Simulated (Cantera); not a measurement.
**Catalytic combustion on Pt**

An isothermal plug-flow reactor at 898 K and 4.93 atm (inlet), inlet velocity 0.22 m/s, active area per volume 220 1/m; feed 2.36 % H2, 16.4 % O2, 81.2 % N2, equivalence ratio 0.072.

Computed with Cantera and Deutschmann's 1995 Pt surface mechanism with GRI-Mech 3.0 gas chemistry. Catalytic surfaces can have several steady states; this one follows from the mechanism file's or the stated starting coverage. Mass transfer to the wall is taken as infinitely fast.

```tsv
z (m)	x H2	x O2	x H2O	θ free Pt	θ O*	θ OH*
0.00029	0.00529	0.157	0.0186	0.0857	0.908	0.00605
0.00052	0.00286	0.156	0.0210	0.0649	0.930	0.00549
0.00092	0.00122	0.155	0.0227	0.0536	0.941	0.00512
0.0016	0.000350	0.155	0.0236	0.0484	0.947	0.00493
0.0029	3.69e-5	0.154	0.0239	0.0467	0.948	0.00487
0.0052	7.27e-7	0.154	0.0239	0.0466	0.949	0.00486
0.0092	7.91e-10	0.154	0.0239	0.0466	0.949	0.00486
0.016	<1e-12	0.154	0.0239	0.0466	0.949	0.00486
0.029	<1e-12	0.154	0.0239	0.0466	0.949	0.00486
```
x: gas mole fraction; θ: surface coverage.
